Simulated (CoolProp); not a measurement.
Computed with CoolProp (reference Helmholtz-energy equation of state, Span 2000).

### Question
For nitrogen, give the phase and the speed of sound (m/s) at 24.65 °C and 122 bar.

### Answer
- 24.65 °C and 122 bar: supercritical; speed of sound 387
